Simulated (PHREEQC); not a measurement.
A PHREEQC speciation (ion-association model, wateq4f.dat) at 30 °C gives pH 1.62 and these molalities:

```csv
species,mol/kgw
Cl-,0.429
Cu+2,0.183
CuCl+,0.0613
H+,0.0318
BF4-,0.0297
HF,0.00800
CuCl2,0.00504
H3BO3,0.00181
BF3OH-,0.00128
F-,0.000385
CuF+,0.000254
BF2(OH)2-,0.000224
H2F2,0.000161
HF2-,1.42e-5
CuCl3-,9.61e-6
```

Question: What are the element totals, and what could have been dissolved in 1 kg of water to give them?

Answer: This is not unique; one that fits is totals B 0.0330, Cl 0.500, Cu(2) 0.250, F 0.132 mol/kgw, from 0.25 mol/kgw CuCl2 and 0.033 mol/kgw HBF4.

Precipitation was switched off in this run. Real BF4- forms and hydrolyses slowly; the run takes it at equilibrium.
